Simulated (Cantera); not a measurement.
Mixture: 8.67 % CH4, 23.4 % O2, 67.9 % N2, equivalence ratio 0.74, at 38.0 bar, adiabatic and at constant volume. Ignition delay is the time to a rise of 400 K.

Cantera simulation using GRI-Mech 3.0 (53 species, 325 reactions); the numbers are that mechanism's predictions, not measurements. The pressure lies above the range GRI-Mech 3.0 was tuned for (to about 10 atm).

Q: Predict: delay at 1050 K; delay at 1150 K; delay at 1250 K; delay at 1350 K; delay at 1450 K; delay at 1550 K; apparent activation energy between 1350 and 1550 K.

A: 
- delay at 1050 K: 6.84 ms
- delay at 1150 K: 1.50 ms
- delay at 1250 K: 0.427 ms
- delay at 1350 K: 0.146 ms
- delay at 1450 K: 56.8 µs
- delay at 1550 K: 24.3 µs
- apparent activation energy between 1350 and 1550 K: 160 kJ/mol
